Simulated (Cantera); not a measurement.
**Thermodynamics of silicon nitride deposition, feed SiH2Cl2 + NH3**

Feed: 1 mol SiH2Cl2, 8.2 mol NH3, held at 24.0 Pa.

Equilibrium computed with Cantera from the NASA thermochemical tables; the gas is ideal and each condensed phase is pure. Candidate condensed phases: NH4Cl, Si, Si3N4; 28 gas species. The tables' values for SiCl, SiN, SiCl3 are old estimates; treat these amounts as uncertain. Gases not in the tables: Si2H6 and higher silanes. The numbers say what is thermodynamically allowed, not how fast it happens.

| T (K) | log p H2 | log p N2 | log p HCl | log p H | log p Si | log p SiCl2 | n Si3N4(s) | n Si(s) | n Si(l) |
|---|---|---|---|---|---|---|---|---|---|
| 700 | -3.78 | -4.33 | -4.57 | -15.49 | <-15 | -15.39 | 0.333 | 0 | 0 |
| 800 | -3.78 | -4.33 | -4.57 | -13.43 | <-15 | -12.90 | 0.333 | 0 | 0 |
| 900 | -3.78 | -4.33 | -4.57 | -11.82 | <-15 | -10.97 | 0.333 | 0 | 0 |
| 1000 | -3.78 | -4.33 | -4.57 | -10.53 | <-15 | -9.43 | 0.333 | 0 | 0 |
| 1100 | -3.78 | -4.33 | -4.57 | -9.48 | <-15 | -8.17 | 0.333 | 0 | 0 |
| 1200 | -3.78 | -4.33 | -4.57 | -8.59 | -14.00 | -7.13 | 0.331 | 0 | 0 |
| 1300 | -3.78 | -4.33 | -4.59 | -7.85 | -11.68 | -6.28 | 0.320 | 0 | 0 |
| 1400 | -3.78 | -4.32 | -4.65 | -7.20 | -9.70 | -5.66 | 0.279 | 0 | 0 |
| 1500 | -3.77 | -4.31 | -4.78 | -6.64 | -7.99 | -5.30 | 0.206 | 0 | 0 |
| 1600 | -3.78 | -4.27 | -4.81 | -6.16 | -7.01 | -5.29 | 0 | 0.594 | 0 |
| 1700 | -3.79 | -4.28 | -4.81 | -5.72 | -6.17 | -5.29 | 0 | 0 | 0.537 |
| 1800 | -3.80 | -4.28 | -4.81 | -5.35 | -5.50 | -5.33 | 0 | 0 | 0.347 |
| 1900 | -3.82 | -4.30 | -4.78 | -5.01 | -5.09 | -5.49 | 0 | 0 | 0 |
| 2000 | -3.86 | -4.31 | -4.73 | -4.72 | -5.00 | -5.86 | 0 | 0 | 0 |
log p: log10 of the partial pressure in bar; n: condensed amount in mol.

From 700 K to 1500 K the condensed part is Si3N4(s). At 1600 K the condensed part is Si(s). From 1700 K to 1800 K the condensed part is Si(l). From 1900 K to 2000 K nothing is condensed. The main Si-bearing gas is SiCl4 at 700 K and Si at 2000 K.
